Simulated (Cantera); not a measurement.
What does this Cantera script print?

```python
import numpy as np
import cantera as ct

gas = ct.Solution("gri30.yaml", transport_model="mixture-averaged")
show = ['NO', 'CH4', 'N2']

rows = []
print(f"{'T/K':>7s}{'rho':>11s}{'cp':>10s}{'mu':>11s}{'lambda':>11s}{'Pr':>7s}" + "".join(f"{'D_' + s:>11s}" for s in show))
for T in [400, 500, 600, 700, 800, 900]:
    gas.TPX = T, 500000, {'CH3OH': 0.99, 'CO': 0.073}
    Pr = gas.cp_mass * gas.viscosity / gas.thermal_conductivity
    D = [gas.mix_diff_coeffs_mole[gas.species_index(s)] for s in show]
    rows.append([gas.density, gas.cp_mass, gas.viscosity, gas.thermal_conductivity, Pr, *D])
    print(f"{T:7g}{gas.density:11.4e}{gas.cp_mass:10.1f}{gas.viscosity:11.4e}"
          f"{gas.thermal_conductivity:11.4e}{Pr:7.3f}" + "".join(f"{d:11.4e}" for d in D))
print("SI units: kg/m3, J/kg/K, Pa s, W/m/K, m2/s")
```

Result:

```
    T/K        rho        cp         mu     lambda     Pr       D_NO      D_CH4       D_N2
    400 4.7756e+00    1570.5 1.3515e-05 2.8432e-02  0.747 5.3544e-06 5.8071e-06 5.4515e-06
    500 3.8205e+00    1809.7 1.6898e-05 4.0901e-02  0.748 8.0556e-06 8.8131e-06 8.2017e-06
    600 3.1837e+00    2039.9 2.0164e-05 5.4599e-02  0.753 1.1168e-05 1.2297e-05 1.1371e-05
    700 2.7289e+00    2241.2 2.3289e-05 6.8872e-02  0.758 1.4660e-05 1.6220e-05 1.4926e-05
    800 2.3878e+00    2408.8 2.6269e-05 8.3357e-02  0.759 1.8507e-05 2.0551e-05 1.8843e-05
    900 2.1225e+00    2553.3 2.9112e-05 9.7843e-02  0.760 2.2688e-05 2.5266e-05 2.3100e-05
SI units: kg/m3, J/kg/K, Pa s, W/m/K, m2/s
```

Model: GRI-Mech 3.0 (53 species, 325 reactions), integrated in Cantera. Polar gases are described roughly by these parameters.
